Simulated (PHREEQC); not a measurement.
A solution holds 0.0013 mol H2SO4 and 0.0097 mol K2SO4 per kg of water, at 20 °C. Closed to the air; pH follows from the charge balance.

All values are PHREEQC results (ion-association model, wateq4f.dat), not measurements.

```tsv
quantity	before	after
pH	2.81	4.60
ionic strength (mol/kgw)	0.0302	0.000329
SO4-2 (mol/kgw)	0.00958	0.000110
```

**Question.** Name the change that produced these shifts.
A) diluted 10-fold with water
B) H2SO4 from 0.0013 to 0.00013 mol/kgw
C) diluted 100-fold with water
D) K2SO4 replaced by KOH at the same molality
E) K2SO4 left out

**Answer.** C, diluted 100-fold with water

Precipitation was switched off in this run.
